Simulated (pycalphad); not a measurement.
# Phase fractions of Ti-2.39Mn-0.93Si (at.%)

Source of the numbers: pycalphad with the COST 507 light-alloy database (1999); pressure 1 atm. The database dates from 1999; later assessments differ in places, in temperatures and in the compounds included. Not assessed as a whole: an extrapolation from subsystems, which can miss ternary compounds. Phase fractions are per mole of atoms. Kinetics are ignored, which matters at the lower temperatures.

| T (K) | liquid | bcc | hcp | SITI3 | ALPHA_TIMN |
|---|---|---|---|---|---|
| 1925 | 1.000 | - | - | - | - |
| 1850 | 0.316 | 0.684 | - | - | - |
| 1775 | 0.020 | 0.980 | - | - | - |
| 1700 | - | 1.000 | - | - | - |
| 1100 | - | 1.000 | - | - | - |
| 1025 | - | 0.380 | 0.607 | 0.013 | - |
| 950 | - | 0.207 | 0.774 | 0.018 | - |
| 875 | - | 0.141 | 0.837 | 0.021 | - |
| 800 | - | - | 0.935 | 0.023 | 0.042 |
| 725 | - | - | 0.931 | 0.024 | 0.044 |
| 650 | - | - | 0.928 | 0.026 | 0.046 |
| 575 | - | - | 0.926 | 0.027 | 0.047 |
| 500 | - | - | 0.924 | 0.029 | 0.048 |

Database names, with the compositions (at.%) that they take in these runs: SITI3: Ti 75 Si 25; ALPHA_TIMN: Ti 50 Mn 50.
